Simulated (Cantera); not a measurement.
What does this Cantera script print?

```python
import numpy as np
import cantera as ct

gas_names = """
    C CN CO CO2 C2 CCN CNC C2N2 C2O C3 C3O2 C4 C4N2 C5 N NCO NO NO2 NO3 N2 N2O O O2 O3 Si SiC SiC2 SiN
    SiO SiO2 Si2 Si2C Si2N Si3
""".split()
cond_names = """
    C(gr) Si(cr) Si(L) SiC(b) SiO2(Lqz) SiO2(hqz) SiO2(L) Si2N2O(s) Si3N4(a)
""".split()


# ... load() reads the species with a 1 bar reference pressure and builds the phases ...
atoms = {
    'SiO2': {'Si': 1, 'O': 2},
    'C': {'C': 1},
    'N2': {'N': 2},
}
top_T = {'C(gr)': 4500, 'SiC(b)': 3050, 'Si2N2O(s)': 2100, 'Si3N4(a)': 2400}  # K; cautious upper limits of use, not melting points


# ... equilibrate(T, P, feed) seeds the gas with the atoms and calls Mixture.equilibrate('TP', solver="vcs", rtol=1e-11, max_steps=5000) ...
results = []
feed = {'SiO2': 1, 'C': 0.0069, 'N2': 0.096}  # mol
T = 1625  # K
P = 100000  # Pa
mix = equilibrate(T, P, feed)
results.append((T, P, feed, dict(zip(mix.species_names, mix.species_moles))))
print(gas.report(threshold=1e-05))
for i in range(1, mix.n_phases):
    print(f"{mix.phase(i).name:16s} {mix.phase_moles(i):12.5e} mol")
```

Result:

```
       temperature   1625 K
          pressure   1e+05 Pa
           density   0.20735 kg/m^3
  mean mol. weight   28.015 kg/kmol
   phase of matter   gas

                          1 kg             1 kmol
                     ---------------   ---------------
          enthalpy        1.2558e+06        3.5181e+07  J
   internal energy        7.7351e+05         2.167e+07  J
           entropy            8823.5        2.4719e+05  J/K
    Gibbs function       -1.3082e+07        -3.665e+08  J
 heat capacity c_p            1255.3             35168  J/K
 heat capacity c_v            958.54             26853  J/K

                      mass frac. Y      mole frac. X     chem. pot. / RT
                     ---------------   ---------------   ---------------
                CO          0.068551          0.068563           -37.877
               CO2        3.3247e-05        2.1164e-05           -70.483
                N2           0.93134           0.93137           -26.333
               SiO        7.8421e-05        4.9836e-05           -46.267
     [  +30 minor]        4.5327e-10        2.9922e-10

C(gr)             0.00000e+00 mol
Si(cr)            0.00000e+00 mol
SiC(b)            0.00000e+00 mol
SiO2(hqz)         9.95397e-01 mol
Si2N2O(s)         2.29904e-03 mol
Si3N4(a)          0.00000e+00 mol
```

Cantera equilibrium calculation (NASA polynomials, part measured and part estimated; ideal gas, pure solids and liquids). Mutual solubility and eutectic melting of coexisting phases are not modelled. The tables hold silica as quartz up to 1696 K and as liquid above; real silica turns to tridymite and cristobalite and melts near 1996 K.
